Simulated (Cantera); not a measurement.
Input: 1 mol FeS2, a varied amount of SO3, 0.082 mol H2O, equilibrated at 800 °C and 750 Torr.

Equilibrium computed with Cantera from the NASA thermochemical tables; the gas is ideal and each condensed phase is pure. Candidate condensed phases: Fe, FeO, Fe(OH)2, Fe(OH)3, FeS, FeSO4, FeS2, Fe2O3, Fe2(SO4)3, Fe3O4, H2O, H2SO4, S; 22 gas species. FeS: taken at fixed stoichiometry. Gases not in the tables: S3 to S7. The numbers say what is thermodynamically allowed, not how fast it happens.

Q: At 0.15 mol SO3, list the 6 most abundant gas species with their mole fractions, and the condensed phases.

A: S2 0.570, SO2 0.302, H2O 0.0764, H2S 0.0309, S2O 0.0203, H2 0.000630. Condensed: FeS(s).
